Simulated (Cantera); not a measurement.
## Catalytic combustion on Pt

An isothermal plug-flow reactor at 1200 K and 1.00 atm (inlet), inlet velocity 3.2 m/s, active area per volume 2400 1/m; feed 0.814 % CH₄, 13.9 % O₂, 84.6 % N₂, 0.664 % H₂O, equivalence ratio 0.12.

Computed with Cantera and Deutschmann's 1995 Pt surface mechanism with GRI-Mech 3.0 gas chemistry. Catalytic surfaces can have several steady states; this one follows from the mechanism file's or the stated starting coverage. Mass transfer to the wall is taken as infinitely fast.

```
z (m)       x CH₄   x O₂    x H₂O     x CO₂     x CO  θ free Pt   θ O*    θ OH*
-------  --------  -----  -------  --------  -------  ---------  -----  -------
0.00015   0.00780  0.139  0.00732  0.000329  9.72e-6      0.397  0.602  0.00107
0.00027   0.00753  0.138  0.00784  0.000590  9.43e-6      0.397  0.602  0.00110
0.00048   0.00709  0.137  0.00872   0.00103  8.89e-6      0.398  0.601  0.00116
0.00086   0.00635  0.136   0.0102   0.00175  7.98e-6      0.398  0.601  0.00125
0.0015    0.00527  0.134   0.0123   0.00281  6.66e-6      0.399  0.600  0.00137
0.0027    0.00370  0.130   0.0154   0.00435  4.72e-6      0.400  0.599  0.00153
0.0048    0.00198  0.127   0.0188   0.00603  2.59e-6      0.401  0.597  0.00169
0.0086   0.000632  0.124   0.0215   0.00736  9.13e-7      0.402  0.596  0.00180
0.015     9.11e-5  0.123   0.0226   0.00791  2.08e-7      0.403  0.596  0.00185
```
x: gas mole fraction; θ: surface coverage.
